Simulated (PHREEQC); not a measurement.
## Spent oxide etchant: an equilibrium model

Solution (20 °C and 500 atm): 15 mmol/kgw HF, 3.4 mmol/kgw H2SiF6 and 16.5 mmol/kgw HCl. Closed to the air; pH follows from the charge balance.

Equilibrium calculation in PHREEQC: ion-association model, phreeqc.dat.

- pH = 1.67
- ionic strength = 0.0275 mol/kgw
- total alkalinity = -51.9 meq/kg

```csv
species,molality,activity,log γ
H+,0.0241,0.0212,-0.055
Cl-,0.0165,0.0141,-0.068
HF,0.0142,0.0143,0.003
SiF6-2,0.00340,0.00188,-0.258
F-,0.000755,0.000645,-0.069
HF2-,3.27e-5,2.81e-5,-0.066
H4SiO4,1.79e-7,1.80e-7,0.003
```

Precipitation was switched off in this run. Complexes and solids missing from the database can't appear. Under pressure, the constants of complexes without a molar volume in the database are unreliable. SiF6-2 is the database's only silicon fluoride.
